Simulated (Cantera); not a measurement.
# Adiabatic ignition

An adiabatic, constant-pressure homogeneous reactor starts with 13.4 % CH4, 3.76 % C2H6, 17.4 % O2, 65.4 % N2, equivalence ratio 2.3, at 1323 K and 15800 Torr.

Cantera simulation using GRI-Mech 3.0 (53 species, 325 reactions); the numbers are that mechanism's predictions, not measurements. The pressure lies above the range GRI-Mech 3.0 was tuned for (to about 10 atm).

```json
[
 {"t (s)": "1.00e-6", "T (K)": "1323", "x CH4": "0.134", "x C2H6": "0.0376", "x O2": "0.174", "x NO": "<1e-12", "x C2H": "<1e-12"},
 {"t (s)": "2.42e-6", "T (K)": "1323", "x CH4": "0.134", "x C2H6": "0.0376", "x O2": "0.174", "x NO": "<1e-12", "x C2H": "<1e-12"},
 {"t (s)": "5.88e-6", "T (K)": "1323", "x CH4": "0.134", "x C2H6": "0.0376", "x O2": "0.174", "x NO": "<1e-12", "x C2H": "<1e-12"},
 {"t (s)": "1.43e-5", "T (K)": "1323", "x CH4": "0.134", "x C2H6": "0.0375", "x O2": "0.174", "x NO": "<1e-12", "x C2H": "<1e-12"},
 {"t (s)": "3.46e-5", "T (K)": "1326", "x CH4": "0.133", "x C2H6": "0.0365", "x O2": "0.173", "x NO": "<1e-12", "x C2H": "<1e-12"},
 {"t (s)": "8.38e-5", "T (K)": "1807", "x CH4": "0.0728", "x C2H6": "0.00425", "x O2": "0.0845", "x NO": "7.07e-9", "x C2H": "1.27e-7"},
 {"t (s)": "0.000203", "T (K)": "2292", "x CH4": "0.00376", "x C2H6": "1.53e-6", "x O2": "8.02e-8", "x NO": "6.57e-6", "x C2H": "2.58e-6"},
 {"t (s)": "0.000492", "T (K)": "2273", "x CH4": "0.00197", "x C2H6": "3.49e-7", "x O2": "4.27e-8", "x NO": "9.60e-6", "x C2H": "6.08e-7"},
 {"t (s)": "0.00119", "T (K)": "2260", "x CH4": "0.000432", "x C2H6": "1.57e-8", "x O2": "3.03e-8", "x NO": "1.25e-5", "x C2H": "4.63e-8"},
 {"t (s)": "0.00289", "T (K)": "2257", "x CH4": "2.99e-6", "x C2H6": "1.71e-12", "x O2": "2.86e-8", "x NO": "1.42e-5", "x C2H": "7.40e-11"},
 {"t (s)": "0.00702", "T (K)": "2257", "x CH4": "6.12e-8", "x C2H6": "<1e-12", "x O2": "2.86e-8", "x NO": "1.23e-5", "x C2H": "<1e-12"},
 {"t (s)": "0.0170", "T (K)": "2257", "x CH4": "6.08e-8", "x C2H6": "<1e-12", "x O2": "2.86e-8", "x NO": "9.38e-6", "x C2H": "<1e-12"},
 {"t (s)": "0.0412", "T (K)": "2257", "x CH4": "6.05e-8", "x C2H6": "<1e-12", "x O2": "2.86e-8", "x NO": "6.40e-6", "x C2H": "<1e-12"},
 {"t (s)": "0.100", "T (K)": "2257", "x CH4": "6.04e-8", "x C2H6": "<1e-12", "x O2": "2.86e-8", "x NO": "4.70e-6", "x C2H": "<1e-12"}
]
```
x: mole fraction; the columns are a selection and need not sum to one.

```yaml
time_of_steepest_temperature_rise: 85.8 µs
temperature at 0.100 s: 2257 K
equilibrium_temperature: 2257 K
x(CH4) at 0.100 s: 6.04e-8 (gas-phase equilibrium 6.72e-8)
x(C2H6) at 0.100 s: <1e-12 (gas-phase equilibrium <1e-12)
x(O2) at 0.100 s: 2.86e-8 (gas-phase equilibrium 2.86e-8)
```
